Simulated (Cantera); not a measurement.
Cantera run:

```python
import numpy as np
import cantera as ct

gas_names = """
    CL CLO CL2 N NO NO2 NO3 N2 N2O O O2 O3 Si SiCL SiCL2 SiCL3 SiCL4 SiN SiO SiO2 Si2 Si2N Si3
""".split()
cond_names = """
    Si(cr) Si(L) SiO2(Lqz) SiO2(hqz) SiO2(L) Si2N2O(s) Si3N4(a)
""".split()


# ... load() reads the species with a 1 bar reference pressure and builds the phases ...
atoms = {
    'SiCl4': {'Si': 1, 'CL': 4},
    'NO': {'N': 1, 'O': 1},
    'N2': {'N': 2},
}
top_T = {'Si2N2O(s)': 2100, 'Si3N4(a)': 2400}  # K; cautious upper limits of use, not melting points


# ... equilibrate(T, P, feed) seeds the gas with the atoms and calls Mixture.equilibrate('TP', solver="vcs", rtol=1e-11, max_steps=5000) ...
results = []
feed = {'SiCl4': 1, 'NO': 0.81, 'N2': 2.3}  # mol
T = 848.15  # K
P = 1333.22  # Pa
mix = equilibrate(T, P, feed)
results.append((T, P, feed, dict(zip(mix.species_names, mix.species_moles))))
x = sorted(zip(gas.X, gas.species_names), reverse=True)
print(f"T = {T:g} K  P = {P:g} Pa  gas = {mix.phase_moles(0):.4g} mol")
print("   x: " + "  ".join(f"{s} {v:.3e}" for v, s in x if v > 1e-06))
print("   condensed (mol): " + ("  ".join(f"{mix.phase(i).name} {mix.phase_moles(i):.4g}"
      for i in range(1, mix.n_phases) if mix.phase_moles(i) > 1e-12) or "none"))
```

It prints:

```
T = 848.15 K  P = 1333.22 Pa  gas = 4.11 mol
   x: N2 6.581e-01  CL2 1.970e-01  SiCL4 1.448e-01  CL 1.033e-04
   condensed (mol): SiO2(hqz) 0.405
```

Method: chemical equilibrium by Gibbs-energy minimisation in Cantera with the NASA 1993 tables (ideal gas, pure condensed phases).
